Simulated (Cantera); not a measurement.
A perfectly stirred reactor is fed with NO : N₂ = 1 : 1.5 (molar parts), at 100000 Pa; it is held at 1900 K, and followed from long to short residence time.

Detailed kinetics in Cantera: GRI-Mech 3.0 (53 species, 325 reactions).

Task: What does this change do: temperature 1900 to 1448 K?

Result: 
```json
[
 {"quantity": "x(NO) at τ = 9.40 s", "before": "0.107", "after": "0.387"},
 {"quantity": "x(O) at τ = 9.40 s", "before": "0.000116", "after": "1.79e-7"},
 {"quantity": "x(N₂O) at τ = 9.40 s", "before": "5.07e-6", "after": "4.78e-5"},
 {"quantity": "x(NO₂) at τ = 9.40 s", "before": "0.000184", "after": "0.000465"},
 {"quantity": "x(N₂) at τ = 9.40 s", "before": "0.746", "after": "0.607"},
 {"quantity": "x(NO) at τ = 95.0 ms", "before": "0.383", "after": "0.400"},
 {"quantity": "x(O) at τ = 95.0 ms", "before": "3.66e-5", "after": "4.11e-8"},
 {"quantity": "x(N₂O) at τ = 95.0 ms", "before": "6.47e-5", "after": "2.96e-5"},
 {"quantity": "x(NO₂) at τ = 95.0 ms", "before": "0.000198", "after": "8.66e-5"},
 {"quantity": "x(N₂) at τ = 95.0 ms", "before": "0.609", "after": "0.600"}
]
```
